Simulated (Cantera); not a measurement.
A freely propagating, adiabatic, planar premixed flame of CH4 : H2 : O2 : N2 = 1 : 0.096 : 2.53 : 9.51 (molar parts), equivalence ratio 0.81, unburnt at 700 K and 4.93 atm; multicomponent transport, grid criteria slope 0.08 and curve 0.16, no radiation.

Cantera simulation using GRI-Mech 3.0 (53 species, 325 reactions); the numbers are that mechanism's predictions, not measurements. Burning velocities carry a grid error of a few per cent, more on coarse grids.

Problem. Predict: laminar burning velocity; thermal thickness; peak x(C2H2); peak x(H2O2).

Solution. 
| Item | Result |
|---|---|
| laminar burning velocity | 91.6 cm/s |
| thermal thickness | 0.0970 mm |
| peak x(C2H2) | 7.26e-5 |
| peak x(H2O2) | 4.73e-5 |
